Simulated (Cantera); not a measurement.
Si + N₂O + H₂ + CO₂ (thermal oxidation and active oxidation of silicon)

A closed system holds: 1 mol Si, 0.14 mol N₂O, 53 mol H₂, 1.8 mol CO₂, equilibrated at 1.70 bar.

Cantera equilibrium calculation (NASA polynomials, part measured and part estimated; ideal gas, pure solids and liquids). Candidate condensed phases: C, C₆H₆, C₇H₈, C₈H₁₈, H₂O, Si, SiC, SiO₂, Si₂N₂O, Si₃N₄; 151 gas species. Mutual solubility and eutectic melting of coexisting phases are not modelled. The tables hold silica as quartz up to 1696 K and as liquid above; real silica turns to tridymite and cristobalite and melts near 1996 K. Rates play no part.

| T (K) | x H₂ | x CO | x SiO | x N₂ | x H₂O | x CH₄ | x H | x HCN | n SiO₂(β-quartz) | n Si₂N₂O(s) | n SiO₂(condensed) |
|---|---|---|---|---|---|---|---|---|---|---|---|
| 1400 | 0.964 | 0.0311 | 6.11e-8 | 0.00255 | 0.000713 | 0.00181 | 3.66e-6 | 6.54e-6 | 1.000 | 0 | 0 |
| 1450 | 0.964 | 0.0313 | 4.97e-7 | 0.00255 | 0.000438 | 0.00153 | 7.12e-6 | 1.06e-5 | 1.000 | 0 | 0 |
| 1500 | 0.964 | 0.0315 | 3.62e-6 | 0.00254 | 0.000268 | 0.00134 | 1.33e-5 | 1.73e-5 | 1.000 | 0 | 0 |
| 1550 | 0.964 | 0.0316 | 2.35e-5 | 0.00254 | 0.000167 | 0.00121 | 2.37e-5 | 2.76e-5 | 0.999 | 0 | 0 |
| 1600 | 0.964 | 0.0320 | 0.000100 | 0.00244 | 0.000145 | 0.000813 | 4.10e-5 | 3.13e-5 | 0.984 | 0.00529 | 0 |
| 1650 | 0.964 | 0.0323 | 0.000314 | 0.00238 | 0.000158 | 0.000453 | 6.84e-5 | 2.86e-5 | 0.966 | 0.00824 | 0 |
| 1700 | 0.964 | 0.0325 | 0.000898 | 0.00250 | 0.000174 | 0.000255 | 0.000111 | 2.65e-5 | 0 | 0.00152 | 0.948 |
| 1750 | 0.963 | 0.0326 | 0.00134 | 0.00254 | 0.000341 | 8.31e-5 | 0.000175 | 1.36e-5 | 0 | 0 | 0.927 |
| 1800 | 0.962 | 0.0327 | 0.00177 | 0.00254 | 0.000703 | 2.62e-5 | 0.000269 | 6.57e-6 | 0 | 0 | 0.903 |
| 1850 | 0.961 | 0.0327 | 0.00241 | 0.00254 | 0.00133 | 9.26e-6 | 0.000405 | 3.46e-6 | 0 | 0 | 0.867 |
| 1900 | 0.959 | 0.0326 | 0.00340 | 0.00254 | 0.00230 | 3.62e-6 | 0.000596 | 1.98e-6 | 0 | 0 | 0.813 |
x: gas mole fraction; n: condensed amount in mol.

From 1400 K to 1550 K the condensed part is SiO₂(β-quartz). From 1600 K to 1650 K the condensed part is SiO₂(β-quartz) + Si₂N₂O(s). At 1700 K the condensed part is SiO₂(condensed) + Si₂N₂O(s). From 1750 K to 1900 K the condensed part is SiO₂(condensed). The main Si-bearing gas is SiO throughout.
